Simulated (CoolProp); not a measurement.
Saturation properties of octamethyltrisiloxane (MDM) (Tc = 565.4 K, pc = 14.38 bar, ω = 0.528).

The numbers come from the reference Helmholtz-energy equation of state, Thol 2017 in CoolProp.

| T (K) | p (bar) | vapour density (kg/m³) | enthalpy of vaporisation (kJ/kg) | liquid cp (kJ/(kg K)) | surface tension (mN/m) |
|---|---|---|---|---|---|
| 379.8 | 0.2532 | 1.949 | 172.2 | 1.988 | (withheld) |
| 389.7 | (withheld) | 2.677 | (withheld) | 2.014 | 8.94 |
| 399.6 | 0.4845 | 3.607 | 164.0 | 2.040 | 8.21 |
| 409.5 | 0.6505 | 4.777 | 159.7 | 2.067 | 7.49 |
| 419.3 | 0.8559 | 6.216 | (withheld) | 2.094 | 6.81 |
| 429.2 | 1.111 | 8.002 | 150.9 | 2.122 | 6.14 |
| 439.1 | 1.422 | (withheld) | 146.3 | 2.151 | 5.49 |
| 449 | 1.796 | 12.82 | 141.4 | 2.181 | 4.86 |
| 458.9 | 2.240 | 15.99 | 136.3 | 2.212 | 4.26 |
| 468.8 | 2.764 | 19.81 | 131.0 | 2.245 | (withheld) |
| 478.7 | 3.376 | 24.38 | 125.3 | 2.280 | 3.14 |
| 488.6 | 4.085 | 29.88 | 119.3 | 2.319 | 2.62 |
| 498.5 | 4.901 | 36.52 | 112.7 | 2.363 | (withheld) |
| 508.4 | 5.836 | 44.62 | 105.6 | 2.415 | 1.68 |

Q: What belongs in the gaps?

A: 
- 379.8, surface tension (mN/m): 9.69
- 389.7, p (bar): 0.3540
- 389.7, enthalpy of vaporisation (kJ/kg): 168.1
- 419.3, enthalpy of vaporisation (kJ/kg): 155.4
- 439.1, vapour density (kg/m³): 10.18
- 468.8, surface tension (mN/m): 3.69
- 498.5, surface tension (mN/m): 2.13

It boils at 425.6 K under 1 atm.

Surface tension comes from a separate correlation (Mulero 2014), older than this fluid's equation and unchecked against measurements.
